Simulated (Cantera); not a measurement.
What does this Cantera script print?

```python
import numpy as np
import cantera as ct

gas = ct.Solution("gri30.yaml")
gas.TPX = 1373, 15000, {'CO': 0.0012, 'O2': 0.055, 'H2O': 0.006, 'N2': 1}
reactor = ct.IdealGasConstPressureReactor(gas, energy="off", clone=False)
net = ct.ReactorNet([reactor])
net.rtol, net.atol = 1e-08, 1e-18
show = ['CO', 'O2', 'H2O', 'N2O', 'OH']
times = np.geomspace(0.0009, 100, 15)

steps = ct.SolutionArray(gas, extra=["t"])
rows = []
print(f"{'t/s':>10s}{'T/K':>9s}{'P/Pa':>11s}" + "".join(f"{s:>11s}" for s in show))
for t in times:
    while net.time < t:
        t_next = net.step()
        steps.append(gas.state, t=t_next)
    rows.append([np.interp(t, steps.t, y) for y in (steps.T, steps.P, *steps(*show).X.T)])
    print(f"{t:10.3e}{rows[-1][0]:9.1f}{rows[-1][1]:11.4g}" + "".join(f"{x:11.3e}" for x in rows[-1][2:]))
rate = np.gradient(steps.T, steps.t)
print("integrator steps:", len(steps.t))
if steps.T.max() > steps.T[0] + 200:
    print(f"time of steepest temperature rise: {steps.t[rate.argmax()]:.4e} s")
gas.TPX = 1373, 15000, {'CO': 0.0012, 'O2': 0.055, 'H2O': 0.006, 'N2': 1}
gas.equilibrate("TP")
print(f"equilibrium (TP): T = {gas.T:.1f} K  " + "  ".join(f"{s} {gas[s].X[0]:.3e}" for s in show))
```

Output:

```
       t/s      T/K       P/Pa         CO         O2        H2O        N2O         OH
 9.000e-04   1373.0    1.5e+04  1.130e-03  5.178e-02  5.649e-03  1.487e-13  2.093e-09
 2.064e-03   1373.0    1.5e+04  1.130e-03  5.178e-02  5.649e-03  4.666e-13  8.824e-09
 4.732e-03   1373.0    1.5e+04  1.130e-03  5.178e-02  5.649e-03  1.987e-12  5.061e-08
 1.085e-02   1373.0    1.5e+04  1.129e-03  5.178e-02  5.648e-03  2.578e-11  8.451e-07
 2.488e-02   1373.0    1.5e+04  9.585e-04  5.162e-02  5.595e-03  6.757e-09  9.208e-05
 5.706e-02   1373.0    1.5e+04  8.871e-05  5.110e-02  5.536e-03  1.338e-07  1.721e-04
 1.308e-01   1373.0    1.5e+04  4.180e-06  5.120e-02  5.609e-03  1.968e-07  7.688e-05
 3.000e-01   1373.0    1.5e+04  4.705e-07  5.123e-02  5.634e-03  2.034e-07  3.497e-05
 6.879e-01   1373.0    1.5e+04  9.548e-08  5.124e-02  5.642e-03  1.667e-07  1.831e-05
 1.577e+00   1373.0    1.5e+04  2.812e-08  5.124e-02  5.646e-03  9.419e-08  1.085e-05
 3.617e+00   1373.0    1.5e+04  1.181e-08  5.124e-02  5.648e-03  2.888e-08  7.449e-06
 8.294e+00   1373.0    1.5e+04  8.190e-09  5.124e-02  5.649e-03  1.002e-08  6.384e-06
 1.902e+01   1373.0    1.5e+04  7.917e-09  5.124e-02  5.649e-03  9.128e-09  6.296e-06
 4.361e+01   1373.0    1.5e+04  7.917e-09  5.124e-02  5.649e-03  9.126e-09  6.295e-06
 1.000e+02   1373.0    1.5e+04  7.917e-09  5.124e-02  5.649e-03  9.126e-09  6.295e-06
integrator steps: 1384
equilibrium (TP): T = 1373.0 K  CO 7.930e-09  O2 5.107e-02  H2O 5.649e-03  N2O 9.141e-09  OH 6.290e-06
```

Model: GRI-Mech 3.0 (53 species, 325 reactions), integrated in Cantera.
